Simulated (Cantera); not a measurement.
Input (Python, Cantera):

```python
import numpy as np
import cantera as ct

gas = ct.Solution("SiF4_NH3_mec.yaml", "gas")
gas.TPX = 1750, 13332, {'NH3': 1, 'H2': 3.7, 'N2': 0.0078}
reactor = ct.IdealGasConstPressureReactor(gas, energy="off", clone=False)
net = ct.ReactorNet([reactor])
net.rtol, net.atol = 1e-08, 1e-18
show = ['NH3', 'H2', 'H', 'N2', 'NH2', 'N2H4', 'N']
times = np.geomspace(5e-05, 8, 13)

steps = ct.SolutionArray(gas, extra=["t"])
rows = []
print(f"{'t/s':>10s}{'T/K':>9s}{'P/Pa':>11s}" + "".join(f"{s:>11s}" for s in show))
for t in times:
    while net.time < t:
        t_next = net.step()
        steps.append(gas.state, t=t_next)
    rows.append([np.interp(t, steps.t, y) for y in (steps.T, steps.P, *steps(*show).X.T)])
    print(f"{t:10.3e}{rows[-1][0]:9.1f}{rows[-1][1]:11.4g}" + "".join(f"{x:11.3e}" for x in rows[-1][2:]))
rate = np.gradient(steps.T, steps.t)
print("integrator steps:", len(steps.t))
if steps.T.max() > steps.T[0] + 200:
    print(f"time of steepest temperature rise: {steps.t[rate.argmax()]:.4e} s")
gas.TPX = 1750, 13332, {'NH3': 1, 'H2': 3.7, 'N2': 0.0078}
gas.equilibrate("TP")
print(f"equilibrium (TP): T = {gas.T:.1f} K  " + "  ".join(f"{s} {gas[s].X[0]:.3e}" for s in show))
```

Output:

```
       t/s      T/K       P/Pa        NH3         H2          H         N2        NH2       N2H4          N
 5.000e-05   1750.0  1.333e+04  2.124e-01  7.859e-01  7.876e-07  1.657e-03  5.589e-07  1.676e-13  5.468e-15
 1.357e-04   1750.0  1.333e+04  2.124e-01  7.859e-01  2.142e-06  1.657e-03  1.513e-06  1.372e-12  1.347e-13
 3.684e-04   1750.0  1.333e+04  2.124e-01  7.859e-01  5.816e-06  1.657e-03  4.102e-06  1.050e-11  2.906e-12
 1.000e-03   1750.0  1.333e+04  2.124e-01  7.859e-01  1.577e-05  1.657e-03  1.112e-05  7.831e-11  5.945e-11
 2.714e-03   1750.0  1.333e+04  2.124e-01  7.859e-01  4.253e-05  1.657e-03  2.997e-05  5.719e-10  1.170e-09
 7.368e-03   1750.0  1.333e+04  2.123e-01  7.859e-01  1.071e-04  1.668e-03  7.545e-05  3.624e-09  1.844e-08
 2.000e-02   1750.0  1.333e+04  2.119e-01  7.860e-01  1.692e-04  1.805e-03  1.189e-04  8.993e-09  7.139e-08
 5.429e-02   1750.0  1.333e+04  2.106e-01  7.867e-01  1.734e-04  2.326e-03  1.210e-04  9.308e-09  7.604e-08
 1.474e-01   1750.0  1.333e+04  2.072e-01  7.888e-01  1.748e-04  3.728e-03  1.197e-04  9.105e-09  7.606e-08
 4.000e-01   1750.0  1.333e+04  1.983e-01  7.940e-01  1.785e-04  7.383e-03  1.162e-04  8.582e-09  7.610e-08
 1.086e+00   1750.0  1.333e+04  1.766e-01  8.068e-01  1.882e-04  1.632e-02  1.074e-04  7.333e-09  7.611e-08
 2.947e+00   1750.0  1.333e+04  1.314e-01  8.334e-01  2.136e-04  3.491e-02  8.775e-05  4.893e-09  7.562e-08
 8.000e+00   1750.0  1.333e+04  6.540e-02  8.722e-01  2.763e-04  6.205e-02  5.400e-05  1.850e-09  7.201e-08
integrator steps: 556
equilibrium (TP): T = 1750.0 K  NH3 1.112e-06  H2 9.104e-01  H 6.118e-04  N2 8.894e-02  NH2 1.948e-09  N2H4 2.426e-18  N 1.192e-11
```

Computed with Cantera and the gas-phase N/H chemistry of the illustrative SiF4/NH3 mechanism in the Surface Chemkin manual (1991). Walls and surfaces, which speed up NH3 decomposition in real reactors, are not modelled.
